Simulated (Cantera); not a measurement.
Input: 1 mol Si3N4, 8.4 mol O2, equilibrated at 13.3 mbar.

Method: chemical equilibrium by Gibbs-energy minimisation in Cantera with the NASA 1993 tables (ideal gas, pure condensed phases). Candidate condensed phases: Si, SiO2, Si2N2O, Si3N4; 16 gas species. The tables hold silica as quartz up to 1696 K and as liquid above; real silica turns to tridymite and cristobalite and melts near 1996 K. Equilibrium is a limit: real reactors are often held back by kinetics, nucleation or transport.

Question: Which condensed phases are stable at each of these points (T (K)): 925, 1000, 1075, 1150, 1225, 1300, 1375, 1450, 1525, 1600, 1675, 1750?

Answer: 
```tsv
T (K)	condensed phases	Si condensed (%)
925	SiO2(β-quartz)	100.0
1000	SiO2(β-quartz)	100.0
1075	SiO2(β-quartz)	100.0
1150	SiO2(β-quartz)	100.0
1225	SiO2(β-quartz)	100.0
1300	SiO2(β-quartz)	100.0
1375	SiO2(β-quartz)	100.0
1450	SiO2(β-quartz)	100.0
1525	SiO2(β-quartz)	100.0
1600	SiO2(β-quartz)	100.0
1675	SiO2(β-quartz)	100.0
1750	SiO2(condensed)	100.0
```

From 925 K to 1675 K the condensed part is SiO2(β-quartz). At 1750 K the condensed part is SiO2(condensed).
